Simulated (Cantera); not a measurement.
Feed: 1 mol AlI3, 4.8 mol N2, equilibrated at 4.58 Torr.

Equilibrium computed with Cantera from the NASA thermochemical tables; the gas is ideal and each condensed phase is pure. Candidate condensed phases: Al, AlI3, AlN, I2; 10 gas species. Equilibrium is a limit: real reactors are often held back by kinetics, nucleation or transport.

Problem. What share of the Al ends up in condensed phases as a function of T (K), at 1175, 1200, 1225, 1250, 1275, 1300, 1325, 1350, 1375, 1400, 1425, 1450, 1475?

Solution. 
| T (K) | Al condensed (%) | as |
|---|---|---|
| 1175 | 66.2 | AlN(s) |
| 1200 | 71.6 | AlN(s) |
| 1225 | 76.6 | AlN(s) |
| 1250 | 81.1 | AlN(s) |
| 1275 | 85.0 | AlN(s) |
| 1300 | 88.2 | AlN(s) |
| 1325 | 90.6 | AlN(s) |
| 1350 | 92.4 | AlN(s) |
| 1375 | 93.5 | AlN(s) |
| 1400 | 94.0 | AlN(s) |
| 1425 | 93.9 | AlN(s) |
| 1450 | 93.0 | AlN(s) |
| 1475 | 91.3 | AlN(s) |
